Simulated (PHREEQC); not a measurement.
1 kg of water meets 20 L of dry gas (N2 0.48, O2 0.52 by moles) at fixed total pressure, at 60 °C; fugacities by Peng-Robinson. The gases take part in no redox reaction, some water evaporates into the gas, and hydrates or a liquid gas phase aren't modelled. Precipitation was switched off in this run.

Computed with PHREEQC (ion-association model, phreeqc.dat).

```tsv
P (atm)	dissolved N2 (mol/kgw)	φ of N2	p of N2 (atm)	dissolved O2 (mol/kgw)	φ of O2	p of O2 (atm)
2	0.000419	1.000	0.865	0.000806	0.999	0.937
5	0.00111	1.000	2.30	0.00213	0.997	2.50
10	0.00226	0.999	4.70	0.00432	0.994	5.09
20	0.00450	0.998	9.50	0.00857	0.989	10.3
30	0.00670	0.997	14.3	0.0127	0.984	15.5
40	0.00884	0.996	19.1	0.0167	0.979	20.7
50	0.0109	0.996	23.9	0.0205	0.974	25.9
75	0.0160	0.996	35.9	0.0296	0.964	38.8
100	0.0208	0.997	47.9	0.0380	0.954	51.8
150	0.0298	1.004	71.8	0.0530	0.940	77.8
200	0.0381	1.015	95.8	0.0660	0.931	104
300	0.0531	1.049	144	0.0877	0.924	156
400	0.0664	1.097	192	0.105	0.930	208
```

Species that the database lacks are ignored. At this temperature some constants are extrapolated from 25 °C, and those without enthalpy data are left unchanged.
